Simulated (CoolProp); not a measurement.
Water along the isotherm 392.45 °C: Z from the reference equation and from simpler models built on Tc = 373.9 °C, pc = 22060 kPa, ω = 0.344; each cubic takes its own stable root.

Computed with CoolProp (reference Helmholtz-energy equation of state, Wagner 2002).

```csv
p (kPa),phase,reference,Redlich-Kwong,Soave-Redlich-Kwong,Peng-Robinson
6250,gas,0.9076,0.9057,0.9076,0.8974
12500,gas,0.7945,0.7963,0.8013,0.7820
18800,gas,0.6461,0.6567,0.6682,0.6416
25000,supercritical,0.4126,0.4116,0.4630,0.4357
31200,supercritical,0.2159,0.3109,0.3284,0.3014
37500,supercritical,0.2275,0.3326,0.3434,0.3124
43800,supercritical,0.2488,0.3628,0.3716,0.3368
50000,supercritical,0.2720,0.3947,0.4025,0.3641
56200,supercritical,0.2958,0.4274,0.4345,0.3926
62500,supercritical,0.3201,0.4607,0.4674,0.4219
68800,supercritical,0.3444,0.4939,0.5003,0.4513
75000,supercritical,0.3682,0.5264,0.5327,0.4802
81200,supercritical,0.3918,0.5587,0.5648,0.5089
87500,supercritical,0.4156,0.5912,0.5972,0.5380
93800,supercritical,0.4393,0.6236,0.6294,0.5669
100000,supercritical,0.4624,0.6551,0.6609,0.5951
```
